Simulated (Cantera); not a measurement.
A freely propagating, adiabatic, planar premixed flame of 19.6 % CO, 1.75 % H2, 15.7 % O2, 59.1 % N2, 3.73 % H2O, unburnt at 450 K and 0.350 bar; multicomponent transport, grid criteria slope 0.08 and curve 0.16, no radiation.

Model: GRI-Mech 3.0 (53 species, 325 reactions), integrated in Cantera. Burning velocities carry a grid error of a few per cent, more on coarse grids.

### Question
Predict: laminar burning velocity; thermal thickness; peak x(OH); peak x(H2O2); peak x(HO2).

### Answer
laminar burning velocity: 74.1 cm/s
thermal thickness: 2.49 mm
peak x(OH): 0.00568
peak x(H2O2): 3.66e-5
peak x(HO2): 0.000159
